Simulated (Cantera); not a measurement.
Charge: 1 mol n-butane, a varied amount of H₂O, equilibrated at 625 °C and 0.00310 bar.

Cantera equilibrium calculation (NASA polynomials, part measured and part estimated; ideal gas, pure solids and liquids). Candidate condensed phases: C, C₆H₆, C₇H₈, C₈H₁₈, H₂O; 110 gas species. Rates play no part.

What share of the C ends up in condensed phases as a function of n(H₂O) (mol), at 0.73, 1.2, 1.6, 2.1, 2.5, 2.9, 3.4, 3.8, 4.3, 4.7?


```json
[
 {"n(H₂O) (mol)": "0.73", "C condensed (%)": "81.8", "as": "C(graphite)"},
 {"n(H₂O) (mol)": "1.2", "C condensed (%)": "70.2", "as": "C(graphite)"},
 {"n(H₂O) (mol)": "1.6", "C condensed (%)": "60.3", "as": "C(graphite)"},
 {"n(H₂O) (mol)": "2.1", "C condensed (%)": "47.9", "as": "C(graphite)"},
 {"n(H₂O) (mol)": "2.5", "C condensed (%)": "38.0", "as": "C(graphite)"},
 {"n(H₂O) (mol)": "2.9", "C condensed (%)": "28.1", "as": "C(graphite)"},
 {"n(H₂O) (mol)": "3.4", "C condensed (%)": "15.8", "as": "C(graphite)"},
 {"n(H₂O) (mol)": "3.8", "C condensed (%)": "5.9", "as": "C(graphite)"},
 {"n(H₂O) (mol)": "4.3", "C condensed (%)": "0.0", "as": "-"},
 {"n(H₂O) (mol)": "4.7", "C condensed (%)": "0.0", "as": "-"}
]
```
